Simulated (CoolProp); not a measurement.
A simple Rankine cycle with R114: condensing at 324.15 K, boiler at 2.53 MPa, turbine inlet 499 K, turbine efficiency 0.7, pump efficiency 0.8, no recuperator. Each further row changes one setting.

Values from CoolProp's reference Helmholtz-energy equation of state, Platzer 1990. This equation is an older, rougher fit; its heat capacities, sound speeds and derivatives of the liquid may be far off and weren't checked against measurements.

```json
[
 {"case": "as stated", "thermal efficiency (%)": "___", "net work (kJ/kg)": "___", "heat in (kJ/kg)": "246", "turbine exit temperature (K)": "456.2", "volume ratio over the turbine": "___"},
 {"case": "condensing temperature 316.15 K", "thermal efficiency (%)": "10.3", "net work (kJ/kg)": "26.2", "heat in (kJ/kg)": "___", "turbine exit temperature (K)": "___", "volume ratio over the turbine": "___"},
 {"case": "boiler pressure 1.77 MPa", "thermal efficiency (%)": "7.7", "net work (kJ/kg)": "19.3", "heat in (kJ/kg)": "252", "turbine exit temperature (K)": "466.9", "volume ratio over the turbine": "3.89"},
 {"case": "turbine efficiency 0.6", "thermal efficiency (%)": "7.9", "net work (kJ/kg)": "19.5", "heat in (kJ/kg)": "246", "turbine exit temperature (K)": "___", "volume ratio over the turbine": "___"}
]
```

### Question
Complete the blanks.

### Answer

- as stated, thermal efficiency (%): 9.4
- as stated, net work (kJ/kg): 23.1
- as stated, volume ratio over the turbine: 5.73
- condensing temperature 316.15 K, heat in (kJ/kg): 255
- condensing temperature 316.15 K, turbine exit temperature (K): 451.8
- condensing temperature 316.15 K, volume ratio over the turbine: 7.12
- turbine efficiency 0.6, turbine exit temperature (K): 460.4
- turbine efficiency 0.6, volume ratio over the turbine: 5.79
